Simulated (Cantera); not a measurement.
Input: 1 mol Fe2O3, 2 mol Cl2, 8.9 mol H2, at 800 °C and 0.100 bar.

Equilibrium computed with Cantera from the NASA thermochemical tables; the gas is ideal and each condensed phase is pure. Candidate condensed phases: Fe, FeCl2, FeCl3, FeO, Fe(OH)2, Fe(OH)3, Fe2O3, Fe3O4, H2O; 22 gas species. The tables' stoichiometric FeO is somewhat more stable than real wüstite, so its field is too wide. FeO: taken at fixed stoichiometry. Rates play no part.

Task: What is the equilibrium state?

Result: 
| Quantity | Value |
|---|---|
| x(H2) | 0.542 |
| x(HCl) | 0.295 |
| x(H2O) | 0.128 |
| x(FeCl2) | 0.0351 |
| x(Fe2Cl4) | 0.000437 |
| x(FeCl3) | 5.97e-6 |
| n(FeO(s)) | 1.61 mol |
| gas amount | 10.90 mol |
| log10 activity of Fe(α) (absent) | -0.05 |
| log10 activity of FeCl2(l) (absent) | -1.26 |
| log10 activity of Fe(OH)2(s) (absent) | -6.89 |
